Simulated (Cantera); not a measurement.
A perfectly stirred reactor is fed with 19.2 % NH3, 80.8 % N2, at 49000 Pa; it is held at 2125 K, and followed from long to short residence time.

Computed with Cantera and the gas-phase N/H chemistry of the illustrative SiF4/NH3 mechanism in the Surface Chemkin manual (1991). Walls and surfaces, which speed up NH3 decomposition in real reactors, are not modelled.

Problem. Predict: x(NH3) at τ = 4.80 s; x(H2) at τ = 4.80 s; x(NH2) at τ = 4.80 s; x(N) at τ = 4.80 s; x(N2H2) at τ = 4.80 s; x(NH3) at τ = 78.0 ms; x(H2) at τ = 78.0 ms; x(NH2) at τ = 78.0 ms; x(N) at τ = 78.0 ms; x(N2H2) at τ = 78.0 ms.

Solution. 
| Quantity | Value |
|---|---|
| x(NH3) at τ = 4.80 s | 0.000672 |
| x(H2) at τ = 4.80 s | 0.240 |
| x(NH2) at τ = 4.80 s | 1.63e-5 |
| x(N) at τ = 4.80 s | 2.09e-6 |
| x(N2H2) at τ = 4.80 s | 3.80e-9 |
| x(NH3) at τ = 78.0 ms | 0.0420 |
| x(H2) at τ = 78.0 ms | 0.189 |
| x(NH2) at τ = 78.0 ms | 0.000272 |
| x(N) at τ = 78.0 ms | 2.16e-6 |
| x(N2H2) at τ = 78.0 ms | 3.34e-7 |
